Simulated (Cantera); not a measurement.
**Fluorocarbon and chlorocarbon gases: CH2F2 + HCl + H2**

Input: 1 mol CH2F2, 0.95 mol HCl, 0.45 mol H2, held at 4.70 mbar.

Cantera equilibrium calculation (NASA polynomials, part measured and part estimated; ideal gas, pure solids and liquids). Candidate condensed phases: C, C6H6, C7H8, C8H18; 118 gas species. The numbers say what is thermodynamically allowed, not how fast it happens.

From 1175 K to 2275 K the condensed part is C(graphite). The main C-bearing gas is CH4 at 1175 K and C2H2 (acetylene) at 2275 K.

```json
[
 {"T (K)": "1175", "log p HF": "-2.56", "log p HCl": "-2.88", "log p H2": "-3.21", "log p Cl": "-8.25", "log p H": "-8.51", "n C(graphite)": "1.000"},
 {"T (K)": "1275", "log p HF": "-2.56", "log p HCl": "-2.88", "log p H2": "-3.21", "log p Cl": "-7.48", "log p H": "-7.74", "n C(graphite)": "1.000"},
 {"T (K)": "1375", "log p HF": "-2.56", "log p HCl": "-2.88", "log p H2": "-3.21", "log p Cl": "-6.83", "log p H": "-7.07", "n C(graphite)": "1.000"},
 {"T (K)": "1475", "log p HF": "-2.56", "log p HCl": "-2.88", "log p H2": "-3.21", "log p Cl": "-6.26", "log p H": "-6.49", "n C(graphite)": "1.000"},
 {"T (K)": "1575", "log p HF": "-2.56", "log p HCl": "-2.88", "log p H2": "-3.21", "log p Cl": "-5.76", "log p H": "-5.98", "n C(graphite)": "1.000"},
 {"T (K)": "1675", "log p HF": "-2.56", "log p HCl": "-2.88", "log p H2": "-3.21", "log p Cl": "-5.32", "log p H": "-5.54", "n C(graphite)": "1.000"},
 {"T (K)": "1775", "log p HF": "-2.56", "log p HCl": "-2.89", "log p H2": "-3.21", "log p Cl": "-4.94", "log p H": "-5.14", "n C(graphite)": "1.000"},
 {"T (K)": "1875", "log p HF": "-2.56", "log p HCl": "-2.89", "log p H2": "-3.21", "log p Cl": "-4.59", "log p H": "-4.79", "n C(graphite)": "1.000"},
 {"T (K)": "1975", "log p HF": "-2.56", "log p HCl": "-2.90", "log p H2": "-3.20", "log p Cl": "-4.29", "log p H": "-4.47", "n C(graphite)": "0.999"},
 {"T (K)": "2075", "log p HF": "-2.57", "log p HCl": "-2.92", "log p H2": "-3.20", "log p Cl": "-4.03", "log p H": "-4.18", "n C(graphite)": "0.999"},
 {"T (K)": "2175", "log p HF": "-2.57", "log p HCl": "-2.95", "log p H2": "-3.21", "log p Cl": "-3.80", "log p H": "-3.91", "n C(graphite)": "0.998"},
 {"T (K)": "2275", "log p HF": "-2.58", "log p HCl": "-3.00", "log p H2": "-3.22", "log p Cl": "-3.60", "log p H": "-3.68", "n C(graphite)": "0.996"}
]
```
log p: log10 of the partial pressure in bar; n: condensed amount in mol.
